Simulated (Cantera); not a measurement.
A closed system holds: 1 mol BaF2, 0.21 mol H2.

Cantera equilibrium calculation (NASA polynomials, part measured and part estimated; ideal gas, pure solids and liquids). Candidate condensed phases: Ba, BaF2; 14 gas species. Equilibrium is a limit: real reactors are often held back by kinetics, nucleation or transport.

Stable condensed phases, one row left out:

```
T in K \ P in Pa
           0.10   0.46    2.2     10     46    220   1000   4600  22000 100000
   2075       A      A      A      A      A      A      A      A      B      B
   1975       A      A      A      A      A      A      A      B      B      B
   1875       A      A      A      A      A      A      B      B      B      B
   1775       A      A      A      A      A      A      B      B      B      B
   1575       A      A      A      A      B      B      B      B      B      B
   1475       A      A      A      B      B      B      B      B      B      B
   1375       A      B      B      B      B      B      B      B      B      B
   1275       B      B      B      B      B      B      B      B      B      B
   1175       B      B      B      B      B      B      B      B      B      B
   1075       B      B      B      B      B      B      B      B      B      B
    975       B      B      B      B      B      B      B      B      B      B
    875       B      B      B      B      B      B      B      B      B      B
    775       B      B      B      B      B      B      B      B      B      B
```

A: gas only; B: BaF2.

Q: Give the row for 1675 K.

A: 0.10: gas only; 0.46: gas only; 2.2: gas only; 10: gas only; 46: gas only; 220: BaF2; 1000: BaF2; 4600: BaF2; 22000: BaF2; 100000: BaF2.
